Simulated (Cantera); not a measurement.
Premixed flame

A freely propagating, adiabatic, planar premixed flame of CO : H2 : CH4 : O2 : N2 = 1 : 0.073 : 0.81 : 2.2 : 7.92 (molar parts), unburnt at 398 K and 1.20 bar; multicomponent+Soret transport, grid criteria slope 0.08 and curve 0.16, no radiation.

Model: GRI-Mech 3.0 (53 species, 325 reactions), integrated in Cantera. Burning velocities carry a grid error of a few per cent, more on coarse grids.

| z (mm) | T (K) | u (m/s) | x CO | x H2 | x CH4 | x C2H4 | x HCO | x OH |
|---|---|---|---|---|---|---|---|---|
| -0.908 | 398 | 0.781 | 0.0833 | 0.00614 | 0.0675 | <1e-8 | <1e-8 | <1e-8 |
| -0.605 | 398 | 0.781 | 0.0833 | 0.00630 | 0.0674 | <1e-8 | <1e-8 | <1e-8 |
| -0.454 | 400 | 0.785 | 0.0833 | 0.00655 | 0.0672 | 4.24e-8 | <1e-8 | <1e-8 |
| -0.303 | 423 | 0.830 | 0.0834 | 0.00734 | 0.0655 | 9.60e-7 | <1e-8 | 3.87e-8 |
| -0.151 | 738 | 1.46 | 0.0853 | 0.0109 | 0.0513 | 3.25e-5 | 1.58e-7 | 4.57e-5 |
| -0.0757 | 1174 | 2.33 | 0.0899 | 0.0143 | 0.0309 | 9.99e-5 | 7.34e-6 | 0.000350 |
| 0 | 1604 | 3.20 | 0.0922 | 0.0152 | 0.00759 | 8.19e-5 | 4.91e-5 | 0.00254 |
| 0.0757 | 1788 | 3.55 | 0.0789 | 0.0117 | 0.000499 | 3.63e-6 | 1.38e-5 | 0.00625 |
| 0.151 | 1856 | 3.65 | 0.0635 | 0.0101 | 1.62e-5 | 3.57e-8 | 8.14e-7 | 0.00805 |
| 0.303 | 1940 | 3.79 | 0.0487 | 0.00989 | 3.14e-8 | <1e-8 | 1.15e-7 | 0.00900 |
| 0.605 | 2038 | 3.95 | 0.0406 | 0.00907 | <1e-8 | <1e-8 | 6.43e-8 | 0.00907 |
| 1.21 | 2139 | 4.12 | 0.0350 | 0.00735 | <1e-8 | <1e-8 | 3.12e-8 | 0.00838 |
| 2.42 | 2226 | 4.26 | 0.0288 | 0.00562 | <1e-8 | <1e-8 | 1.35e-8 | 0.00726 |
x: mole fraction of selected species; z is measured from the peak of heat release.

- laminar burning velocity: 78.0 cm/s
- thermal thickness: 0.303 mm
- peak x(C2H4): 0.000123
- peak x(HCO): 4.96e-5
- peak x(OH): 0.00914
- grid points: 154
